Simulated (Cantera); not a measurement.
A closed system holds: 1 mol CuO, 7.7 mol C, 0.013 mol CO, held at 1998 K and 27.0 Pa.

Cantera equilibrium calculation (NASA polynomials, part measured and part estimated; ideal gas, pure solids and liquids). Candidate condensed phases: C, Cu, CuO, Cu2O; 15 gas species. The numbers say what is thermodynamically allowed, not how fast it happens.

Base state: CO 0.503, Cu 0.497, Cu2 6.47e-5 (mole fractions); condensed: C(graphite).

Q: What changes in the equilibrium state with this change: 0.00078 mol CH4 added?

A: 
```tsv
species	before	after
CO	0.503	0.503
Cu	0.497	0.496
H	0	0.00123
H2	0	0.000159
Cu2	6.47e-5	6.45e-5
C(graphite), mol	6.70	6.70
```
Further candidate phases: C6H6, C7H8, C8H18, Cu(OH)2, H2O.

Q: What changes in the equilibrium state with this change: C from 7.7 to 0.99 mol?

A: 
| species | before | after |
|---|---|---|
| Cu | 0.497 | 0.499 |
| CO | 0.503 | 0.496 |
| CO2 | 1.77e-9 | 0.00496 |
| O | <1e-9 | 3.17e-5 |
| Cu2 | 6.47e-5 | 6.53e-5 |
| C(graphite), mol | 6.70 | 0 |
